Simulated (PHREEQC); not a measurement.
**Acid mine or pickling water: speciation**

A made-up water analysis in mmol/kgw, 75 °C, pH 2.07:

```json
[
 {"constituent": "Na", "mmol/kgw": "91"},
 {"constituent": "K", "mmol/kgw": "2.71"},
 {"constituent": "Ca", "mmol/kgw": "3.45"},
 {"constituent": "Mg", "mmol/kgw": "13.4"},
 {"constituent": "Cl", "mmol/kgw": "29.5"},
 {"constituent": "S(6)", "mmol/kgw": "58.9"}
]
```

Valence states are taken as typed.

Model: Pitzer model, pitzer.dat, run in PHREEQC.

* **ionic strength**: 0.175 mol/kgw
* **specific conductance**: 32700 µS/cm
* **density**: 0.982 g/cm³
* **osmotic coefficient**: 0.846
* **total alkalinity**: -41.3 meq/kg
* **charge-balance error**: 8.3 %

```csv
species,molality,activity,log γ
Na+,0.0910,0.0665,-0.136
Cl-,0.0295,0.0210,-0.148
SO4-2,0.0295,0.00583,-0.704
HSO4-,0.0294,0.0210,-0.146
Mg+2,0.0134,0.00287,-0.669
H+,0.0119,0.00851,-0.145
Ca+2,0.00345,0.000643,-0.730
K+,0.00271,0.00193,-0.147
```

Precipitation was switched off in this run. Away from 25 °C the constants follow the database's enthalpies or fits; those with neither stay at their 25 °C values.
